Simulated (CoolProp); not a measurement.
Vapour-liquid equilibrium of dimethyl ether (1) + R227EA (2) at 0.0165 MPa; x and y are mole fractions of (1).

Computed with CoolProp (multi-fluid Helmholtz-energy mixture model, Wu 2011 and Lemmon 2016; pair parameters Bell 2016).

Q: Give the bubble temperature and the first vapour's composition at x = 0.2, 0.5, 0.8. Is there an azeotrope?

A: x = 0.2: 224.8 K, y = 0.132; x = 0.5: 223.3 K, y = 0.672; x = 0.8: 216.6 K, y = 0.946. y crosses x between x = 0.2 and 0.35: the model has an azeotrope there.

The pair parameters rest on a limited set of measurements; away from them the model extrapolates.
